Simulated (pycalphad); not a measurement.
Computed with pycalphad from the COST 507 light-alloy database (1999), at 1 atm. The database dates from 1999; later assessments differ in places, in temperatures and in the compounds included. Diffusion is slow at the low end, where real alloys seldom reach equilibrium.

How does the equilibrium phase assembly of Al-1.07Si-8.67Mn (at.%) change on cooling from 1577 °C to 227 °C?


```csv
T (°C),phases above,phases below
869.1,liquid,ALMNSI_BETA + liquid
853.2,ALMNSI_BETA + liquid,AL4MN + ALMNSI_BETA + liquid
704 ± 1,AL4MN + ALMNSI_BETA + liquid,AL6MN + ALMNSI_BETA + liquid
666 ± 2,AL6MN + ALMNSI_BETA + liquid,AL6MN + ALMNSI_ALPHA + liquid
653.9,AL6MN + ALMNSI_ALPHA + liquid,AL6MN + ALMNSI_ALPHA + fcc
541.2,AL6MN + ALMNSI_ALPHA + fcc,AL12MN + ALMNSI_ALPHA + fcc
```
Changes were sought between steps of 25 K, so a narrower field can be missed.

Database names, with the compositions (at.%) that they take in these runs: ALMNSI_BETA: Al 72 Mn 23 Si 4; AL4MN: Al 80 Mn 20; AL6MN: Al 86 Mn 14; ALMNSI_ALPHA: Al 75-78 Mn 17 Si 4-8; AL12MN: Al 92 Mn 8.
